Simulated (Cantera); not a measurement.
**Pyrogenic steam for wet oxidation**

A perfectly stirred reactor is fed with 10.4 % H₂, 7.46 % O₂, 82.1 % N₂, equivalence ratio 0.70, at 0.217 atm; it is held at 1025 K, and followed from long to short residence time.

Detailed kinetics in Cantera: the H2/O2 subset of GRI-Mech 3.0, which has no nitrogen chemistry. The temperature is held fixed by assumption; the heat of reaction is taken as removed at once.

```json
[
 {"τ (s)": "12", "x H₂": "0.000110", "x O₂": "0.0237", "x H": "2.70e-6", "x O": "6.27e-6", "x HO₂": "1.84e-6", "x H₂O₂": "2.77e-7", "x H₂O": "0.110"},
 {"τ (s)": "2.9", "x H₂": "0.000275", "x O₂": "0.0237", "x H": "1.11e-5", "x O": "1.73e-5", "x HO₂": "3.13e-6", "x H₂O₂": "4.37e-7", "x H₂O": "0.110"},
 {"τ (s)": "0.71", "x H₂": "0.000659", "x O₂": "0.0239", "x H": "4.49e-5", "x O": "4.57e-5", "x HO₂": "4.46e-6", "x H₂O₂": "5.77e-7", "x H₂O": "0.109"},
 {"τ (s)": "0.17", "x H₂": "0.00154", "x O₂": "0.0243", "x H": "0.000182", "x O": "0.000116", "x HO₂": "5.58e-6", "x H₂O₂": "6.58e-7", "x H₂O": "0.108"},
 {"τ (s)": "0.043", "x H₂": "0.00338", "x O₂": "0.0252", "x H": "0.000674", "x O": "0.000268", "x HO₂": "6.43e-6", "x H₂O₂": "6.77e-7", "x H₂O": "0.106"},
 {"τ (s)": "0.010", "x H₂": "0.00758", "x O₂": "0.0275", "x H": "0.00247", "x O": "0.000615", "x HO₂": "7.26e-6", "x H₂O₂": "6.49e-7", "x H₂O": "0.101"},
 {"τ (s)": "0.0026", "x H₂": "0.0155", "x O₂": "0.0320", "x H": "0.00693", "x O": "0.00122", "x HO₂": "8.23e-6", "x H₂O₂": "6.03e-7", "x H₂O": "0.0894"},
 {"τ (s)": "0.00063", "x H₂": "0.0319", "x O₂": "0.0414", "x H": "0.0150", "x O": "0.00210", "x HO₂": "9.52e-6", "x H₂O₂": "5.40e-7", "x H₂O": "0.0672"},
 {"τ (s)": "0.00015", "x H₂": "0.0664", "x O₂": "0.0584", "x H": "0.0155", "x O": "0.00202", "x HO₂": "1.05e-5", "x H₂O₂": "3.59e-7", "x H₂O": "0.0306"}
]
```
x: mole fraction; the columns are a selection and need not sum to one.
